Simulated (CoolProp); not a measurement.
The fluid at 597.08 K and 18 MPa is throttled through a valve to 1.04 MPa with no heat exchange. The same conditions are run with several fluids, on thermodynamics alone (safety and materials aside).

Values from CoolProp's reference Helmholtz-energy equation of state of each fluid (ammonia: Gao 2020; normal hydrogen: Leachman 2009; cyclohexane: Zhou 2014; dimethyl carbonate: Zhou 2011; methanol: de Reuck 1993).

**Question.** Rank ammonia, normal hydrogen, cyclohexane, dimethyl carbonate, methanol by temperature change (K), highest first.

**Answer.** normal hydrogen (+9.3), ammonia (-61.6), cyclohexane (-79.7), dimethyl carbonate (-119.2), methanol (-150.1)

```csv
fluid,final density (kg/m³)
ammonia,4.03
normal hydrogen,0.414
cyclohexane,23.1
dimethyl carbonate,27.2
methanol,9.81
```
